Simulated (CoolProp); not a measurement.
Computed with CoolProp (reference Helmholtz-energy equation of state, McLinden 2020).

### Question
For R1336mzz(Z), give the phase and the Z, cv (kJ/(kg K)), Joule-Thomson coefficient (K/MPa), isothermal compressibility (1/MPa) at 361.9 K and 2.37 MPa; 367.6 K and 2.37 MPa; 412.8 K and 2.37 MPa.

### Answer
- 361.9 K and 2.37 MPa: liquid; Z 0.108, cv 0.995, Joule-Thomson coefficient -0.0117, isothermal compressibility 0.00625
- 367.6 K and 2.37 MPa: liquid; Z 0.108, cv 1.00, Joule-Thomson coefficient 0.0306, isothermal compressibility 0.00699
- 412.8 K and 2.37 MPa: liquid; Z 0.115, cv 1.07, Joule-Thomson coefficient 0.872, isothermal compressibility 0.0262
